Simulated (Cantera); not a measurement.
Charge: 1 mol Si, 2.5 mol HCl, 1.9 mol H2, 1.4 mol Cl2, equilibrated at 823 K and 0.100 bar.

Equilibrium computed with Cantera from the NASA thermochemical tables; the gas is ideal and each condensed phase is pure. Candidate condensed phases: Si; 19 gas species. The numbers say what is thermodynamically allowed, not how fast it happens.

Base state: H2 0.520, HCl 0.271, SiCl4 0.208, SiHCl3 0.000481 (mole fractions); condensed: gas only.

Question: What changes in the equilibrium state with this change: Cl2 from 1.4 to 0.91 mol?

Answer: 
| species | before | after |
|---|---|---|
| H2 | 0.520 | 0.691 |
| SiCl4 | 0.208 | 0.230 |
| HCl | 0.271 | 0.0768 |
| SiHCl3 | 0.000481 | 0.00249 |
| SiCl3 | 2.29e-6 | 1.03e-5 |
The tables' values for SiCl3 are old estimates; treat these amounts as uncertain.
